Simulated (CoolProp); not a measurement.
The fluid at 298.15 K and 0.0311 MPa is throttled through a valve to 0.00601 MPa with no heat exchange. The same conditions are run with several fluids, on thermodynamics alone (safety and materials aside).

Model: reference Helmholtz-energy equation of state of each fluid (cyclopentane: Gedanitz 2015; vinyl chloride: Thol 2022; R123: Younglove 1994; neopentane: Lemmon 2006; hydrogen sulfide: Lemmon 2006), in CoolProp.

```json
[
 {"fluid": "cyclopentane", "temperature change (K)": "-1.0", "final density (kg/m³)": "0.171"},
 {"fluid": "vinyl chloride", "temperature change (K)": "?", "final density (kg/m³)": "0.152"},
 {"fluid": "R123", "temperature change (K)": "?", "final density (kg/m³)": "?"},
 {"fluid": "neopentane", "temperature change (K)": "-0.6", "final density (kg/m³)": "0.176"},
 {"fluid": "hydrogen sulfide", "temperature change (K)": "-0.4", "final density (kg/m³)": "0.0828"}
]
```

Q: Fill in the missing entries.

A: 
- vinyl chloride, temperature change (K): -0.7
- R123, temperature change (K): -0.9
- R123, final density (kg/m³): 0.373
